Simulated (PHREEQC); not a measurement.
Consider water at 25 °C with 7.6 mmol/kgw H2S and 0.23 mmol/kgw HCl. Closed to the air; pH follows from the charge balance.

All values are PHREEQC results (ion-association model, wateq4f.dat), not measurements.

Precipitation was switched off in this run.

Question: Estimate the pH.

Answer: pH 3.64.

The polysulfide entries of wateq4f.dat were taken out for this run.
